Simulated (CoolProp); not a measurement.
Vapour-liquid equilibrium of benzene (1) + n-dodecane (2) at 72.25 °C; x and y are mole fractions of (1).

Values from CoolProp's multi-fluid Helmholtz-energy mixture model, Thol 2012 and Lemmon 2004; pair parameters Bell 2016.

```csv
x,"bubble pressure, mixture model (bar)","bubble pressure, Raoult's law (bar)","y, mixture model","y, Raoult's law"
0.05,0.03887,0.04408,___,0.898
0.2,___,0.1621,0.977,0.977
0.35,0.2970,0.2801,___,0.989
0.5,0.4199,0.3981,0.994,0.994
0.65,0.5305,0.5161,0.997,0.997
0.8,0.6375,0.6341,___,0.999
0.95,___,0.7521,1.000,1.000
```

Question: Fill in the missing entries.

Answer: 
- 0.05, y, mixture model: 0.884
- 0.2, bubble pressure, mixture model (bar): 0.1636
- 0.35, y, mixture model: 0.990
- 0.8, y, mixture model: 0.998
- 0.95, bubble pressure, mixture model (bar): 0.7513

The largest gap from Raoult's law is -11.8 % in bubble pressure, at x = 0.05. No azeotrope shows between x = 0.05 and 0.95.

Pair parameters are fitted to limited data, so mixtures are less certain than the pure fluids. The gap from Raoult's law changes sign with composition, which may be real or a fault of the pair parameters; it wasn't checked against measurements.
